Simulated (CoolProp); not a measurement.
Vapour-liquid equilibrium of n-hexane (1) + dimethyl carbonate (2) at 114.95 °C; x and y are mole fractions of (1).

The numbers come from the multi-fluid Helmholtz-energy mixture model, Thol 2019 and Zhou 2011; pair parameters Bell 2016 in CoolProp.

Q: Give the bubble pressure and the first vapour's composition at x = 0.15, 0.25, 0.65. Is there an azeotrope?

A: x = 0.15: 313.8 kPa, y = 0.396; x = 0.25: 346.6 kPa, y = 0.487; x = 0.65: 391.4 kPa, y = 0.676. y crosses x between x = 0.65 and 0.75: the model has an azeotrope there.

The pair parameters rest on a limited set of measurements; away from them the model extrapolates.
